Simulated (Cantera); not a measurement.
What does this Cantera script print?

```python
import numpy as np
import cantera as ct

gas_names = """
    H NO PH3 NO2
""".split()
cond_names = """
    P4O10(s)
""".split()


# ... load() reads the species with a 1 bar reference pressure and builds the phases ...
species = {s.name: s for s in load("nasa_gas.yaml", gas_names) + load("nasa_condensed.yaml", cond_names)}
# Each term lists the table entries of one substance; the one whose range holds T is used.
reactions = {
    'P4O10 + 12 H(g) + 10 NO(g) = 4 PH3(g) + 10 NO2(g)':
        [(-1, ['P4O10(s)']), (-12, ['H']), (-10, ['NO']), (4, ['PH3']), (10, ['NO2'])],
}


def pick(names, T):
    return next(species[n] for n in names if species[n].thermo.min_temp <= T <= species[n].thermo.max_temp)


results = []
for label, terms in reactions.items():
    print(label)
    print("     T/K   dH/kJ  dS/(J/K)   dG/kJ   log10 K")
    for T in [448, 498, 548, 598, 648]:
        used = [(nu, pick(names, T)) for nu, names in terms]
        dH = sum(nu * s.thermo.h(T) for nu, s in used) / 1e6
        dS = sum(nu * s.thermo.s(T) for nu, s in used) / 1e3
        dG = dH - T * dS / 1e3
        logK = -dG * 1e6 / (ct.gas_constant * T * np.log(10))
        results.append((label, T, dH, dS, dG, logK, [s.name for _, s in used]))
        print(f"{T:8g} {dH:8.1f} {dS:8.1f} {dG:8.1f} {logK:8.2f}")
```

Result:

```
P4O10 + 12 H(g) + 10 NO(g) = 4 PH3(g) + 10 NO2(g)
     T/K   dH/kJ  dS/(J/K)   dG/kJ   log10 K
     448   -190.7   -567.0     63.3    -7.38
     498   -202.4   -591.7     92.3    -9.68
     548   -214.0   -613.9    122.4   -11.67
     598   -225.5   -634.0    153.7   -13.42
     648   -237.0   -652.5    185.8   -14.98
```

Source: NASA polynomial tables (part measured, part estimated), evaluated in Cantera. Condensed species are held in their standard states even where they would react or evaporate.
